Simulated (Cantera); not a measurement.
Input (Python, Cantera):

```python
import numpy as np
import cantera as ct

gas = ct.Solution("gri30.yaml")
gas.TPX = 350, 63000, {'CO': 1, 'H2': 0.065, 'CH4': 0.16, 'O2': 0.568, 'N2': 2.14}
flame = ct.FreeFlame(gas, width=0.055)
flame.set_refine_criteria(ratio=3, slope=0.08, curve=0.16)
flame.transport_model = "mixture-averaged"
flame.solve(loglevel=0, auto=True)
flame.transport_model = "multicomponent"
flame.soret_enabled = True
flame.solve(loglevel=0, refine_grid=True)
z, T = flame.grid, flame.T
thick = (T[-1] - T[0]) / np.gradient(T, z).max()
show = ['CO', 'H2', 'CH4', 'C2H2', 'NO', 'CO2']
print(f"laminar burning velocity  {flame.velocity[0] * 100:.3f} cm/s")
print(f"burnt temperature         {T[-1]:.1f} K")
print(f"thermal thickness         {thick * 1e3:.4f} mm")
print(f"grid points               {len(z)}")
z0 = z[flame.heat_release_rate.argmax()]
print(f"{'z/mm':>9s}{'T/K':>9s}{'u/(m/s)':>9s}" + "".join(f"{s:>11s}" for s in show))
rows = []
for k in (-3, -2, -1.5, -1, -0.5, -0.25, 0, 0.25, 0.5, 1, 2, 4, 8):
    zz = z0 + k * thick
    rows.append([k * thick, np.interp(zz, z, T), np.interp(zz, z, flame.velocity),
                 *(np.interp(zz, z, flame.X[gas.species_index(s)]) for s in show)])
    print(f"{rows[-1][0] * 1e3:9.3f}{rows[-1][1]:9.1f}{rows[-1][2]:9.3f}" + "".join(f"{x:11.3e}" for x in rows[-1][3:]))
```

Result:

```
laminar burning velocity  103.954 cm/s
burnt temperature         2231.3 K
thermal thickness         0.5054 mm
grid points               157
     z/mm      T/K  u/(m/s)         CO         H2        CH4       C2H2         NO        CO2
   -1.516    350.0    1.040  2.543e-01  1.651e-02  4.068e-02  1.840e-14  3.718e-14  8.148e-10
   -1.011    350.0    1.040  2.543e-01  1.645e-02  4.068e-02  8.103e-13  1.289e-12  3.778e-08
   -0.758    350.2    1.040  2.543e-01  1.631e-02  4.068e-02  1.230e-11  1.499e-11  6.146e-07
   -0.505    354.2    1.051  2.544e-01  1.588e-02  4.050e-02  5.225e-10  4.249e-10  2.949e-05
   -0.253    566.4    1.682  2.497e-01  1.716e-02  3.614e-02  1.206e-07  7.990e-08  5.788e-03
   -0.126    963.3    2.872  2.418e-01  2.062e-02  2.548e-02  1.047e-06  4.363e-07  2.140e-02
    0.000   1395.1    4.161  2.304e-01  2.190e-02  7.513e-03  3.903e-06  1.432e-06  5.092e-02
    0.126   1597.4    4.729  2.073e-01  1.738e-02  6.053e-04  7.500e-07  3.233e-06  8.558e-02
    0.253   1673.2    4.903  1.848e-01  1.497e-02  2.284e-05  1.750e-08  5.356e-06  1.128e-01
    0.505   1755.0    5.077  1.619e-01  1.571e-02  4.894e-08  1.335e-11  9.405e-06  1.404e-01
    1.011   1840.7    5.279  1.525e-01  1.673e-02  1.825e-12 -3.922e-16  1.584e-05  1.527e-01
    2.022   1933.5    5.513  1.511e-01  1.635e-02  7.463e-15  1.101e-16  2.453e-05  1.560e-01
    4.043   2030.7    5.752  1.491e-01  1.552e-02  3.624e-15  2.662e-16  3.566e-05  1.600e-01
```

Model: GRI-Mech 3.0 (53 species, 325 reactions), integrated in Cantera. Burning velocities carry a grid error of a few per cent, more on coarse grids.
